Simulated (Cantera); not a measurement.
Calcination and drying: MgSO₄ + CO₂ + H₂O

Input: 1 mol MgSO₄, 0.47 mol CO₂, 0.44 mol H₂O, equilibrated at 550 K and 1 atm.

These are equilibrium values from Cantera (NASA tables, ideal gas, pure condensed phases), not measurements of a reactor. Candidate condensed phases: C, C₆H₆, C₇H₈, C₈H₁₈, H₂O, H₂SO₄, Mg, MgCO₃, MgO, Mg(OH)₂, MgS, MgSO₄, S; 130 gas species. The numbers say what is thermodynamically allowed, not how fast it happens.

```
Quantity                                    Result
--------------------------------------  ----------
x(CO₂)                                       0.516
x(H₂O)                                       0.484
n(MgSO₄(s))                               1.00 mol
gas amount                              0.9100 mol
log10 activity of H₂SO₄(l) (absent)         -13.77
log10 activity of C(graphite) (absent)      -20.30
log10 activity of S(l) (absent)             -22.42
```
